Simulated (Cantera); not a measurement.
A counterflow diffusion flame at 101000 Pa, nozzles 20 mm apart: fuel side C₃H₈ = 1 (molar parts) at 425 K, oxidiser side O₂ : N₂ = 0.25 : 0.75 (molar parts) at 575 K, fuel mass flux 1.5 times the oxidiser's; mixture-averaged transport, no radiation.

Model: GRI-Mech 3.0 (53 species, 325 reactions), integrated in Cantera. GRI-Mech 3.0 was tuned for natural gas; its chemistry of propane as a main component is partial and can be far from experiment. GRI-Mech 3.0 has no aromatics or soot, which form on the fuel side of real flames. The maximum strain rate includes the flame's own expansion and is several times the mean.

x: mole fraction; the columns are a selection and need not sum to one.

```tsv
oxidiser flux (kg/m²/s)	max strain (1/s)	mean strain (1/s)	T max (K)	peak x OH	peak x H	peak x NO	peak x CO	peak x C₂H₂
0.25	241	35.2	2288	0.0121	0.00578	0.000507	0.0972	0.0535
0.35	328	49.2	2265	0.0121	0.00614	0.000463	0.0959	0.0519
0.5	[?]	70.3	2243	0.0120	0.00652	[?]	0.0945	0.0501
0.69	612	97.0	2223	0.0120	0.00687	0.000386	0.0933	0.0484
0.97	838	136	2203	0.0119	0.00726	0.000350	0.0924	0.0466
1.4	[?]	197	2179	0.0117	0.00763	[?]	0.0913	0.0443
1.9	1560	267	2157	0.0114	0.00791	0.000269	0.0907	0.0422
2.7	2140	380	2128	0.0110	0.00813	0.000223	0.0903	0.0394
```

**Question.** Complete the blanks.

**Answer.** 
- 0.5, max strain (1/s): 455
- 0.5, peak x NO: 0.000422
- 1.4, max strain (1/s): 1180
- 1.4, peak x NO: 0.000307
